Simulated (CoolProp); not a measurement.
Vapour-liquid equilibrium of CHF3 (R23) (1) + propylene (2) at -91.05 °C; x and y are mole fractions of (1).

Model: multi-fluid Helmholtz-energy mixture model, Penoncello 2003 and Lemmon 2013; pair parameters Bell 2016, in CoolProp.

### Question
Give the bubble pressure and the first vapour's composition at x = 0.05, 0.25, 0.65. Is there an azeotrope?

### Answer
x = 0.05: 0.02029 MPa, y = 0.615; x = 0.25: 0.04646 MPa, y = 0.853; x = 0.65: 0.05511 MPa, y = 0.891. No azeotrope shows between x = 0.05 and 0.95.

The pair parameters rest on a limited set of measurements; away from them the model extrapolates. With so large a gap from Raoult's law the liquid may split in two, which this calculation doesn't test in full.
